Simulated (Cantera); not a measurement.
## Reactions in the system H-N-O-P

Cantera with NASA thermochemical tables; ideal gases at 1 bar, condensed phases pure. Values are per mole of reaction as written; species without (g) are pure solids or liquids, kept so even where they would boil at 1 bar.

4 PH3(g) + 5 NO2(g) = 5 N(g) + P4O10 + 6 H2(g)

```tsv
T (K)	ΔH° (kJ)	ΔS° (J/K)	ΔG° (kJ)	log10 K
300	-839.0	-261.7	-760.5	132.41
425	-818.4	-204.4	-731.5	89.90
450	-814.0	-194.5	-726.5	84.33
475	-809.7	-185.1	-721.8	79.37
500	-805.3	-176.1	-717.3	74.93
525	-800.9	-167.4	-713.0	70.94
550	-796.4	-159.2	-708.9	67.32
575	-792.0	-151.3	-705.0	64.04
600	-787.5	-143.6	-701.3	61.05
625	-783.0	-136.3	-697.8	58.32
650	-778.5	-129.1	-694.5	55.81
```
